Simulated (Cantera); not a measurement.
Feed: 1 mol C, 24 mol H2, held at 823.15 K and 1300000 Pa.

Method: chemical equilibrium by Gibbs-energy minimisation in Cantera with the NASA 1993 tables (ideal gas, pure condensed phases). Candidate condensed phases: C, C6H6, C7H8, C8H18; 76 gas species. Equilibrium is a limit: real reactors are often held back by kinetics, nucleation or transport.

Base state: H2 0.957, CH4 0.0435 (mole fractions); condensed: gas only.

**Question.** What changes in the equilibrium state with this change: pressure from 1300000 Pa to 1330 Pa?

**Answer.** 
```tsv
species	before	after
H2	0.957	0.988
CH4	0.0435	0.0121
C(graphite), mol	0	0.713
```

**Question.** What changes in the equilibrium state with this change: C replaced by C2H6?

**Answer.** 
| species | before | after |
|---|---|---|
| H2 | 0.957 | 0.920 |
| CH4 | 0.0435 | 0.0800 |
